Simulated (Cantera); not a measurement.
Input: 1 mol CCl4, 0.0083 mol CH4, 0.83 mol H2, held at 6.40e-5 bar.

Equilibrium computed with Cantera from the NASA thermochemical tables; the gas is ideal and each condensed phase is pure. Candidate condensed phases: C, C6H6, C7H8, C8H18; 91 gas species. Kinetics and transport are ignored.

Question: At 2925 K, list the 5 most abundant gas species with their mole fractions, and the condensed phases.

Answer: Cl 0.626, H 0.264, C 0.0798, C3 0.0197, C2 0.00942. Condensed: gas only.
